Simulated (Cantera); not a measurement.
Input: 1 mol SiHCl₃, 0.29 mol N₂, 4.2 mol NH₃, at 27000 Pa.

Equilibrium computed with Cantera from the NASA thermochemical tables; the gas is ideal and each condensed phase is pure. Candidate condensed phases: NH₄Cl, Si, Si₃N₄; 28 gas species. The tables' values for SiCl₃ are old estimates; treat these amounts as uncertain. Kinetics and transport are ignored. All values below are at 1498 K.

Base state: H₂ 0.542, HCl 0.270, N₂ 0.178, SiCl₂ 0.00417, SiCl₄ 0.00308, SiCl₃ 0.00200, SiHCl₃ 0.000635, H 2.43e-5 (mole fractions); condensed: Si₃N₄(s).

What changes in the equilibrium state with this change: N₂ from 0.29 to 16 mol?


```tsv
species	before	after
N₂	0.178	0.678
H₂	0.542	0.208
HCl	0.270	0.113
SiCl₂	0.00417	0.000780
SiH₂Cl₂	2.08e-5	1.49e-6
SiHCl₃	0.000635	4.98e-5
SiCl₄	0.00308	0.000263
SiCl₃	0.00200	0.000254
H	2.43e-5	1.51e-5
Si₃N₄(s), mol	0.300	0.322
```
